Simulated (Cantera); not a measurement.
Cantera run:

```python
import numpy as np
import cantera as ct

gas_names = """
    H HO2 H2 H2O H2O2 Li LiH LiO LiOH Li2 Li2O Li2O2 Li2O2H2 O OH O2 O3
""".split()
cond_names = """
    H2O(s) H2O(L) Li(cr) Li(L) LiH(s) LiH(L) LiOH(s) LiOH(L) Li2O(s) Li2O(L)
""".split()


# ... load() reads the species with a 1 bar reference pressure and builds the phases ...
atoms = {
    'LiOH': {'Li': 1, 'O': 1, 'H': 1},
    'O2': {'O': 2},
    'H2': {'H': 2},
}
top_T = {}  # K; cautious upper limits of use, not melting points


# ... equilibrate(T, P, feed) seeds the gas with the atoms and calls Mixture.equilibrate('TP', solver="vcs", rtol=1e-11, max_steps=5000) ...
results = []
feed = {'LiOH': 1, 'O2': 0.7, 'H2': 0.6}  # mol
P = 260000  # Pa
for T in [948, 1048, 1148, 1248, 1348, 1448, 1548, 1648, 1748, 1848, 1948, 2048, 2148, 2248]:
    mix = equilibrate(T, P, feed)
    results.append((T, P, feed, dict(zip(mix.species_names, mix.species_moles))))

top = {s: max(r[3][s] / sum(r[3][g] for g in gas_names) for r in results) for s in gas_names}
cols = sorted((s for s in top if top[s] > 1e-05), key=lambda s: -top[s])[:8]
seen = [c for c in cond_names if any(r[3].get(c, 0) > 1e-12 for r in results)]
print("log10 of partial pressures in bar; condensed amounts in mol")
print(f"{'T/K':>10s}" + "".join(f"{s[:9]:>10s}" for s in cols + seen))
for T, P, feed, n in results:
    ng = sum(n[g] for g in gas_names)
    print(f"{T:10.4g}" + "".join(f"{np.log10(max(n[s] / ng * P / 1e5, 1e-99)):10.3f}" for s in cols)
          + "".join(f"{n.get(c, 0):10.4g}" for c in seen))
```

Output:

```
log10 of partial pressures in bar; condensed amounts in mol
       T/K       H2O      LiOH        O2        OH      Li2O   Li2O2H2        Li       LiO   LiOH(L)   Li2O(s)   Li2O(L)
       948     0.193    -5.658     0.017    -6.635   -15.232    -6.195   -17.019   -14.495         1         0         0
      1048     0.193    -4.526     0.017    -5.780   -12.686    -5.235   -14.468   -12.344         1         0         0
      1148     0.193    -3.605     0.017    -5.074   -10.616    -4.470   -12.378   -10.585    0.9999         0         0
      1248     0.193    -2.843     0.017    -4.481    -8.902    -3.850   -10.635    -9.121    0.9993         0         0
      1348     0.192    -2.205     0.016    -3.977    -7.464    -3.340    -9.162    -7.885    0.9972         0         0
      1448     0.189    -1.662     0.013    -3.543    -6.240    -2.917    -7.900    -6.828    0.9906         0         0
      1548     0.250    -1.197    -0.123    -3.167    -5.253    -2.561    -6.807    -5.982    0.2749    0.3442         0
      1648     0.249    -0.839    -0.172    -2.846    -4.433    -2.349    -5.888    -5.245         0    0.4543         0
      1748     0.217    -0.540    -0.184    -2.570    -3.714    -2.197    -5.085    -4.588         0    0.4078         0
      1848     0.162    -0.292    -0.205    -2.340    -3.083    -2.097    -4.373    -4.010         0         0    0.3306
      1948     0.092    -0.122    -0.230    -2.144    -2.604    -2.112    -3.775    -3.536         0         0    0.2372
      2048    -0.003     0.013    -0.260    -1.986    -2.176    -2.162    -3.237    -3.114         0         0    0.1166
      2148    -0.103     0.098    -0.288    -1.850    -1.848    -2.280    -2.778    -2.761         0         0         0
      2248    -0.105     0.097    -0.291    -1.676    -1.798    -2.545    -2.490    -2.558         0         0         0
```

Method: chemical equilibrium by Gibbs-energy minimisation in Cantera with the NASA 1993 tables (ideal gas, pure condensed phases). Mutual solubility and eutectic melting of coexisting phases are not modelled. Condensed phases not in the tables: the peroxide.
